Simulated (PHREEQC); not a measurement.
0.57 g of hydrous ferric oxide (600 m²/g; 0.2 weak and 0.005 strong sites per Fe, Dzombak-Morel constants, diffuse double layer) in 1 kg of water with 0.1 mol/kgw of an inert sodium salt and 1.3e-05 mol/kgw BaCl2 and 6.9e-06 mol/kgw PbCl2, at 25 °C; the pH is set by adding NaOH or the inert anion's acid. O2 is buffered at 0.21 atm. No CO2 enters from the air. Nothing may precipitate in this run.

The series has 13 steps of pH, from 4 to 10.

All values are PHREEQC results (ion-association model, wateq4f.dat), not measurements.

**Question.** Near which pH is half of the Ba sorbed, and on which side is more sorbed?

**Answer.** Near pH 8.0, with more sorbed at higher pH.
